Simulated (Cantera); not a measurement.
Cantera run:

```python
import numpy as np
import cantera as ct

gas_names = """
    H HO2 H2 H2O H2O2 Hg O OH O2 O3
""".split()
cond_names = """
    H2O(s) H2O(L) Hg(cr) Hg(L) HgO(s)
""".split()


# ... load() reads the species with a 1 bar reference pressure and builds the phases ...
atoms = {
    'HgO': {'Hg': 1, 'O': 1},
    'H2': {'H': 2},
}
top_T = {}  # K; cautious upper limits of use, not melting points


# ... equilibrate(T, P, feed) seeds the gas with the atoms and calls Mixture.equilibrate('TP', solver="vcs", rtol=1e-11, max_steps=5000) ...
results = []
feed = {'HgO': 1, 'H2': 0.1}  # mol
T = 1125  # K
P = 97  # Pa
mix = equilibrate(T, P, feed)
results.append((T, P, feed, dict(zip(mix.species_names, mix.species_moles))))
x = sorted(zip(gas.X, gas.species_names), reverse=True)
print(f"T = {T:g} K  P = {P:g} Pa  gas = {mix.phase_moles(0):.4g} mol")
print("   x: " + "  ".join(f"{s} {v:.3e}" for v, s in x if v > 1e-05))
print("   condensed (mol): " + ("  ".join(f"{mix.phase(i).name} {mix.phase_moles(i):.4g}"
      for i in range(1, mix.n_phases) if mix.phase_moles(i) > 1e-12) or "none"))
```

It prints:

```
T = 1125 K  P = 97 Pa  gas = 1.55 mol
   x: Hg 6.452e-01  O2 2.903e-01  H2O 6.451e-02
   condensed (mol): none
```

Equilibrium computed with Cantera from the NASA thermochemical tables; the gas is ideal and each condensed phase is pure.
